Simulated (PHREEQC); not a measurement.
Solution (25 °C): 0.8 mol MgSO4 and 1.7 mol NaCl per kg of water. Closed to the air; pH follows from the charge balance.

All values are PHREEQC results (Pitzer model, pitzer.dat), not measurements.

Each row changes one thing in this solution. Precipitation was switched off in this run.

```
case                           MgOH+ (mol/kgw)  HSO4- (mol/kgw)  SI of Mirabilite (Na2SO4:10H2O)  SI of Epsomite (MgSO4:7H2O)
-----------------------------  ---------------  ---------------  -------------------------------  ---------------------------
as made                                1.41e-6          1.06e-6                            -0.76                        -0.85
MgSO4 from 0.8 to 1.6 mol/kgw                …          1.94e-6                            -0.69                        -0.40
NaCl from 1.7 to 0.85 mol/kgw                …          9.55e-7                            -1.18                        -0.85
temperature from 25 to 45 °C                 …          3.18e-6                                …                        -1.08
```

Problem. Complete the blanks.

Solution. 
- MgSO4 from 0.8 to 1.6 mol/kgw, MgOH+ (mol/kgw): 2.44e-6
- NaCl from 1.7 to 0.85 mol/kgw, MgOH+ (mol/kgw): 1.29e-6
- temperature from 25 to 45 °C, MgOH+ (mol/kgw): 3.77e-6
- temperature from 25 to 45 °C, SI of Mirabilite (Na2SO4:10H2O): -1.48

Constants without temperature data keep their 25 °C values here.
